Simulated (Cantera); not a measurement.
What does this Cantera script print?

```python
import numpy as np
import cantera as ct

gas_names = """
    CL CL2 H HCL H2 Si SiCL SiCL2 SiCL3 SiCL4 SiH SiHCL3 SiH2 SiH2CL2 SiH3 SiH3CL SiH4 Si2 Si3
""".split()
cond_names = """
    Si(cr) Si(L)
""".split()


# ... load() reads the species with a 1 bar reference pressure and builds the phases ...
atoms = {
    'SiHCl3': {'Si': 1, 'H': 1, 'CL': 3},
    'HCl': {'H': 1, 'CL': 1},
    'H2': {'H': 2},
}
top_T = {}  # K; cautious upper limits of use, not melting points


# ... equilibrate(T, P, feed) seeds the gas with the atoms and calls Mixture.equilibrate('TP', solver="vcs", rtol=1e-11, max_steps=5000) ...
results = []
feed = {'SiHCl3': 1, 'HCl': 0.14, 'H2': 170}  # mol
P = 150  # Pa
for T in [1925, 1975, 2025, 2075, 2125, 2175, 2225, 2275, 2325, 2375, 2425, 2475]:
    mix = equilibrate(T, P, feed)
    results.append((T, P, feed, dict(zip(mix.species_names, mix.species_moles))))
    x = sorted(zip(gas.X, gas.species_names), reverse=True)
    print(f"T = {T:g} K  P = {P:g} Pa  gas = {mix.phase_moles(0):.4g} mol")
    print("   x: " + "  ".join(f"{s} {v:.3e}" for v, s in x if v > 1e-06))
    print("   condensed (mol): " + ("  ".join(f"{mix.phase(i).name} {mix.phase_moles(i):.4g}"
          for i in range(1, mix.n_phases) if mix.phase_moles(i) > 1e-12) or "none"))
```

It prints:

```
T = 1925 K  P = 150 Pa  gas = 175.2 mol
   x: H2 9.531e-01  H 2.410e-02  HCL 1.679e-02  Si 5.005e-03  SiCL2 3.346e-04  CL 3.193e-04  SiH 1.541e-04  SiCL 1.442e-04  SiH2 2.802e-05  Si2 1.854e-05  Si3 1.781e-06
   condensed (mol): none
T = 1975 K  P = 150 Pa  gas = 176.1 mol
   x: H2 9.427e-01  H 3.430e-02  HCL 1.689e-02  Si 5.192e-03  CL 4.592e-04  SiCL2 1.798e-04  SiH 1.405e-04  SiCL 1.175e-04  SiH2 2.088e-05  Si2 1.220e-05
   condensed (mol): none
T = 2025 K  P = 150 Pa  gas = 177.4 mol
   x: H2 9.291e-01  H 4.790e-02  HCL 1.677e-02  Si 5.288e-03  CL 6.420e-04  SiH 1.264e-04  SiCL2 9.597e-05  SiCL 9.406e-05  SiH2 1.547e-05  Si2 7.927e-06
   condensed (mol): none
T = 2075 K  P = 150 Pa  gas = 179.1 mol
   x: H2 9.114e-01  H 6.566e-02  HCL 1.648e-02  Si 5.324e-03  CL 8.763e-04  SiH 1.127e-04  SiCL 7.469e-05  SiCL2 5.138e-05  SiH2 1.144e-05  Si2 5.146e-06
   condensed (mol): none
T = 2125 K  P = 150 Pa  gas = 181.2 mol
   x: H2 8.889e-01  H 8.840e-02  HCL 1.604e-02  Si 5.316e-03  CL 1.170e-03  SiH 9.990e-05  SiCL 5.905e-05  SiCL2 2.771e-05  SiH2 8.459e-06  Si2 3.356e-06
   condensed (mol): none
T = 2175 K  P = 150 Pa  gas = 184 mol
   x: H2 8.606e-01  H 1.169e-01  HCL 1.545e-02  Si 5.274e-03  CL 1.532e-03  SiH 8.809e-05  SiCL 4.655e-05  SiCL2 1.506e-05  SiH2 6.249e-06  Si2 2.203e-06
   condensed (mol): none
T = 2225 K  P = 150 Pa  gas = 187.6 mol
   x: H2 8.260e-01  H 1.520e-01  HCL 1.472e-02  Si 5.202e-03  CL 1.966e-03  SiH 7.723e-05  SiCL 3.657e-05  SiCL2 8.225e-06  SiH2 4.604e-06  Si2 1.456e-06
   condensed (mol): none
T = 2275 K  P = 150 Pa  gas = 192 mol
   x: H2 7.843e-01  H 1.941e-01  HCL 1.384e-02  Si 5.103e-03  CL 2.474e-03  SiH 6.725e-05  SiCL 2.859e-05  SiCL2 4.505e-06  SiH2 3.375e-06
   condensed (mol): none
T = 2325 K  P = 150 Pa  gas = 197.5 mol
   x: H2 7.355e-01  H 2.436e-01  HCL 1.282e-02  Si 4.977e-03  CL 3.051e-03  SiH 5.810e-05  SiCL 2.222e-05  SiCL2 2.464e-06  SiH2 2.454e-06
   condensed (mol): none
T = 2375 K  P = 150 Pa  gas = 204.1 mol
   x: H2 6.796e-01  H 3.002e-01  HCL 1.167e-02  Si 4.828e-03  CL 3.686e-03  SiH 4.972e-05  SiCL 1.713e-05  SiH2 1.766e-06  SiCL2 1.342e-06
   condensed (mol): none
T = 2425 K  P = 150 Pa  gas = 212.1 mol
   x: H2 6.174e-01  H 3.631e-01  HCL 1.043e-02  Si 4.657e-03  CL 4.363e-03  SiH 4.211e-05  SiCL 1.308e-05  SiH2 1.254e-06
   condensed (mol): none
T = 2475 K  P = 150 Pa  gas = 221.4 mol
   x: H2 5.503e-01  H 4.310e-01  HCL 9.116e-03  CL 5.056e-03  Si 4.470e-03  SiH 3.526e-05  SiCL 9.893e-06
   condensed (mol): none
```

These are equilibrium values from Cantera (NASA tables, ideal gas, pure condensed phases), not measurements of a reactor. The tables' values for SiCl are old estimates; treat these amounts as uncertain. Gases not in the tables: Si2H6 and higher silanes.
